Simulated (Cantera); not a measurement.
Premixed flame

A freely propagating, adiabatic, planar premixed flame of CH3OH : O2 : N2 : H2O = 1 : 1.79 : 6.71 : 0.36 (molar parts), equivalence ratio 0.84, unburnt at 450 K and 233 Torr; mixture-averaged transport, grid criteria slope 0.08 and curve 0.16, no radiation.

Computed with Cantera and GRI-Mech 3.0 (53 species, 325 reactions). GRI-Mech 3.0 was tuned for natural gas; its chemistry of methanol as a main component is partial and can be far from experiment. Burning velocities carry a grid error of a few per cent, more on coarse grids.

```csv
z (mm),T (K),u (m/s),x CH3OH,x O2,x H2O,x NO,x CO,x H
-3.05,450,0.733,0.101,0.181,0.0365,<1e-8,7.86e-6,<1e-8
-2.04,453,0.738,0.101,0.181,0.0370,<1e-8,8.74e-5,<1e-8
-1.53,461,0.755,0.100,0.180,0.0387,<1e-8,0.000400,<1e-8
-1.02,521,0.859,0.0972,0.174,0.0483,<1e-8,0.00262,<1e-8
-0.509,839,1.42,0.0740,0.147,0.0916,5.93e-8,0.0165,1.08e-6
-0.254,1187,2.06,0.0415,0.116,0.134,2.31e-7,0.0343,5.87e-5
0,1561,2.77,0.00575,0.0806,0.180,5.89e-7,0.0546,0.00146
0.254,1677,2.99,4.63e-5,0.0599,0.198,1.00e-6,0.0493,0.00532
0.509,1713,3.04,8.65e-8,0.0500,0.201,1.46e-6,0.0379,0.00744
1.02,1764,3.10,<1e-8,0.0433,0.202,2.41e-6,0.0251,0.00805
2.04,1829,3.20,<1e-8,0.0394,0.203,4.12e-6,0.0175,0.00671
4.07,1905,3.32,<1e-8,0.0366,0.208,6.95e-6,0.0143,0.00437
8.14,1981,3.43,<1e-8,0.0339,0.214,1.17e-5,0.0111,0.00236
```
x: mole fraction of selected species; z is measured from the peak of heat release.

laminar burning velocity: 73.1 cm/s
thermal thickness: 1.02 mm
peak x(CO): 0.0558
peak x(H): 0.00809
grid points: 142
